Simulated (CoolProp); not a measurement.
The fluid at 293.15 K and 0.19 MPa is throttled through a valve to 0.0061 MPa with no heat exchange. The same conditions are run with several fluids, on thermodynamics alone (safety and materials aside).

The numbers come from the reference Helmholtz-energy equation of state of each fluid (R124: de Vries 1995; propyne: Polt 1992; chloromethane (R40): Thol 2014; R125: Lemmon 2005; propylene: Lemmon 2013) in CoolProp. The equations of Platzer and Polt are older, rougher fits.

| fluid | temperature change (K) | final density (kg/m³) |
|---|---|---|
| R124 | -4.6 | 0.348 |
| propyne | ___ | 0.102 |
| chloromethane (R40) | ___ | ___ |
| R125 | -2.7 | 0.304 |
| propylene | -3.4 | 0.107 |

Problem. What belongs in the gaps?

Solution. 
- propyne, temperature change (K): -4.7
- chloromethane (R40), temperature change (K): -7.5
- chloromethane (R40), final density (kg/m³): 0.130
